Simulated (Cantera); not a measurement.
## Equilibrium for roasting and sulfation: Fe2O3 + H2S + H2O

Input: 1 mol Fe2O3, 0.069 mol H2S, 0.038 mol H2O, at 775 °C and 1000 Pa.

These are equilibrium values from Cantera (NASA tables, ideal gas, pure condensed phases), not measurements of a reactor. Candidate condensed phases: Fe, FeO, Fe(OH)2, Fe(OH)3, FeS, FeSO4, FeS2, Fe2O3, Fe2(SO4)3, Fe3O4, H2O, H2SO4, S; 22 gas species. Mutual solubility and eutectic melting of coexisting phases are not modelled. Rates play no part.

x(H2O): 0.608
x(SO2): 0.392
x(H2): 9.80e-6
x(SO3): 8.80e-6
n(Fe2O3(s)): 0.379 mol
n(Fe3O4(s)): 0.414 mol
gas amount: 0.1760 mol
log10 activity of Fe(α) (absent): -6.70
log10 activity of S(l) (absent): -7.76
log10 activity of Fe(OH)2(s) (absent): -8.37
